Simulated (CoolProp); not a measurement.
n-heptane along the isobar 7.84 bar: fugacity coefficient from the reference equation and from simpler models built on Tc = 541.2 K, pc = 27.74 bar, ω = 0.349; each cubic takes its own stable root.

Values from CoolProp's reference Helmholtz-energy equation of state, Span 2003. It is a short technical equation, of lower accuracy than the large ones.

```csv
T (K),phase,reference
467.6,gas,0.8322
476.1,gas,0.8431
484.6,gas,0.8531
493.1,gas,0.8622
501.6,gas,0.8706
510.2,gas,0.8784
518.7,gas,0.8856
527.2,gas,0.8922
535.7,gas,0.8983
544.2,gas,0.9040
```

Problem. How far does each simpler model (van der Waals, Redlich-Kwong) lie from the reference over these 10 states: mean and median of the absolute difference, and the worst?

Solution. 
- van der Waals: mean 3.3 %, median 3.1 %, worst +5.9 % at 467.6 K and 7.84 bar
- Redlich-Kwong: mean 1.4 %, median 1.2 %, worst +2.9 % at 467.6 K and 7.84 bar
